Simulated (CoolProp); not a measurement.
Vapour-liquid equilibrium of toluene (1) + p-xylene (2) at 1.69 MPa; x and y are mole fractions of (1).

Values from CoolProp's multi-fluid Helmholtz-energy mixture model, Lemmon 2006 and Zhou 2012; pair parameters Bell 2016.

| x | bubble temperature, mixture model (K) | bubble temperature, Raoult's law (K) | y, mixture model | y, Raoult's law |
|---|---|---|---|---|
| 0.05 | 557.4 | 557.2 | 0.066 | 0.079 |
| 0.2 | 551.4 | 550.8 | 0.253 | 0.291 |
| 0.35 | 545.7 | 545.0 | 0.424 | 0.470 |
| 0.5 | 540.2 | 539.6 | 0.580 | 0.624 |
| 0.65 | 535.0 | 534.5 | 0.720 | 0.756 |
| 0.8 | 530.1 | 529.8 | 0.847 | 0.870 |
| 0.95 | 525.4 | 525.3 | 0.963 | 0.970 |

The largest gap from Raoult's law is +0.7 K in bubble temperature, at x = 0.35. No azeotrope shows between x = 0.05 and 0.95.

The pair parameters rest on a limited set of measurements; away from them the model extrapolates.
